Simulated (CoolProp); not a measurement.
Saturation properties of isobutane.

Model: reference Helmholtz-energy equation of state, Bücker 2006, in CoolProp.

| T (K) | p (MPa) | vapour density (kg/m³) | liquid conductivity (mW/(m K)) |
|---|---|---|---|
| 278.3 | 0.1877 | 5.036 | 96.6 |
| 284.8 | 0.2328 | 6.173 | 94.1 |
| 291.4 | 0.2865 | 7.520 | 91.7 |
| 297.9 | 0.3481 | 9.062 | 89.3 |
| 304.5 | 0.4203 | 10.87 | 87.0 |
| 311 | 0.5018 | 12.92 | 84.7 |
| 317.6 | 0.5960 | 15.31 | 82.5 |
| 324.1 | 0.7010 | 18.01 | 80.4 |
| 330.7 | 0.8210 | 21.15 | 78.3 |
| 337.2 | 0.9533 | 24.68 | 76.4 |
| 343.8 | 1.103 | 28.80 | 74.4 |
| 350.3 | 1.267 | 33.46 | 72.6 |
| 356.9 | 1.450 | 38.93 | 70.8 |
| 363.4 | 1.650 | 45.19 | 69.0 |
| 370 | 1.873 | 52.65 | 67.3 |

It boils at 261.4 K under 1 atm.

Thermal conductivity comes from a separate model (Perkins 2002).
